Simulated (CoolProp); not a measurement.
A single-stage vapour-compression cycle with the fluid: evaporating at 275.15 K (dew point), condensing at 312.15 K (bubble point), superheat 2 K, subcooling 5 K, compressor efficiency 0.8, no pressure losses. The same conditions are run with several fluids, on thermodynamics alone (safety and materials aside).

Model: reference Helmholtz-energy equation of state of each fluid (R507A: Lemmon 2003; chlorine: Thol 2021; R404A: Lemmon 2003; R21: Platzer 1990; R365MFC: Lemmon 2016; c-C4F8 (RC318): Platzer 1990), in CoolProp. The equations of Platzer and Polt are older, rougher fits. Blends and air are pseudo-pure fits.

Rank R507A, chlorine, R404A, R21, R365MFC, c-C4F8 (RC318) by cooling COP, highest first.

R21 (5.44), R365MFC (5.30), chlorine (5.22), c-C4F8 (RC318) (4.88), R507A (4.70), R404A (4.66)

| fluid | pressure ratio | discharge temperature (K) | refrigerating effect (kJ/kg) | volumetric capacity (kJ/m³) |
|---|---|---|---|---|
| R507A | 2.75 | 322.0 | 115 | 3900 |
| chlorine | 2.83 | 375.5 | 234 | 3030 |
| R404A | 2.79 | 322.7 | 119 | 3800 |
| R21 | 3.72 | 345.3 | 211 | 747 |
| R365MFC | 4.77 | 312.1 | 164 | 217 |
| c-C4F8 (RC318) | 3.43 | 312.2 | 80.2 | 1030 |

The compression ends wet for: R365MFC; c-C4F8 (RC318).
